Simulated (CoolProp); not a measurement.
A single-stage vapour-compression cycle with the fluid: evaporating at 302.15 K (dew point), condensing at 344.15 K (bubble point), superheat 5 K, subcooling 2 K, compressor efficiency 0.8, no pressure losses. The same conditions are run with several fluids, on thermodynamics alone (safety and materials aside).

Values from CoolProp's reference Helmholtz-energy equation of state of each fluid (R124: de Vries 1995; dimethyl ether: Wu 2011; R407C: Lemmon 2003; cyclohexane: Zhou 2014; R236FA: Pan 2012; R1224YDZ: Akasaka 2023). Blends and air are pseudo-pure fits.

Rank R124, dimethyl ether, R407C, cyclohexane, R236FA, R1224YDZ by cooling COP, highest first.

cyclohexane (5.11), R1224YDZ (4.70), dimethyl ether (4.66), R124 (4.45), R236FA (4.37), R407C (3.43)

```
fluid           pressure ratio  discharge temperature (K)  refrigerating effect (kJ/kg)  volumetric capacity (kJ/m³)
--------------  --------------  -------------------------  ----------------------------  ---------------------------
R124                      2.99                      349.9                           100                         2600
dimethyl ether            2.79                      362.6                           299                         4050
R407C                     3.05                      369.0                           115                         5460
cyclohexane               4.82                      352.3                           318                          164
R236FA                    3.25                      344.5                          95.4                         1950
R1224YDZ                  3.46                      346.4                           118                         1250
```
